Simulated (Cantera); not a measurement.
Cantera run:

```python
import numpy as np
import cantera as ct

gas_names = """
    Cs F HCL HF
""".split()
cond_names = """
    CsCL(a) CsCL(b) CsCL(L)
""".split()


def load(file, names, dense=False):
    # The tables refer to 1 bar. Condensed volumes are neglected.
    table = {s.name: s for s in ct.Species.list_from_file(file)}
    out = []
    for n in names:
        d = dict(table[n].input_data)
        d["thermo"] = dict(d["thermo"], **{"reference-pressure": 1e5})
        if dense:
            d["equation-of-state"] = {"model": "constant-volume", "density": "1e6 g/cm^3"}
        out.append(ct.Species.from_dict(d))
    return out


species = {s.name: s for s in load("nasa_gas.yaml", gas_names) + load("nasa_condensed.yaml", cond_names)}
# Each term lists the table entries of one substance; the one whose range holds T is used.
reactions = {
    'Cs(g) + F(g) + HCl(g) = CsCl + HF(g)':
        [(-1, ['Cs']), (-1, ['F']), (-1, ['HCL']), (1, ['CsCL(a)', 'CsCL(b)', 'CsCL(L)']), (1, ['HF'])],
}


def pick(names, T):
    return next(species[n] for n in names if species[n].thermo.min_temp <= T <= species[n].thermo.max_temp)


results = []
for label, terms in reactions.items():
    print(label)
    print("     T/K   dH/kJ  dS/(J/K)   dG/kJ   log10 K")
    for T in [300, 400, 600, 800, 1000, 1200, 1400, 1600, 1800, 2000]:
        used = [(nu, pick(names, T)) for nu, names in terms]
        dH = sum(nu * s.thermo.h(T) for nu, s in used) / 1e6
        dS = sum(nu * s.thermo.s(T) for nu, s in used) / 1e3
        dG = dH - T * dS / 1e3
        logK = -dG * 1e6 / (ct.gas_constant * T * np.log(10))
        results.append((label, T, dH, dS, dG, logK, [s.name for _, s in used]))
        print(f"{T:8g} {dH:8.1f} {dS:8.1f} {dG:8.1f} {logK:8.2f}")
```

It prints:

```
Cs(g) + F(g) + HCl(g) = CsCl + HF(g)
     T/K   dH/kJ  dS/(J/K)   dG/kJ   log10 K
     300   -779.0   -246.2   -705.1   122.76
     400   -777.9   -243.3   -680.6    88.88
     600   -775.2   -237.8   -632.5    55.06
     800   -767.7   -227.4   -585.8    38.25
    1000   -746.6   -204.4   -542.2    28.32
    1200   -739.8   -198.2   -502.0    21.85
    1400   -733.0   -192.9   -462.9    17.27
    1600   -726.1   -188.3   -424.8    13.87
    1800   -719.3   -184.3   -387.5    11.25
    2000   -712.5   -180.7   -351.0     9.17
```

Cantera with NASA thermochemical tables; ideal gases at 1 bar, condensed phases pure. Condensed species are held in their standard states even where they would react or evaporate.
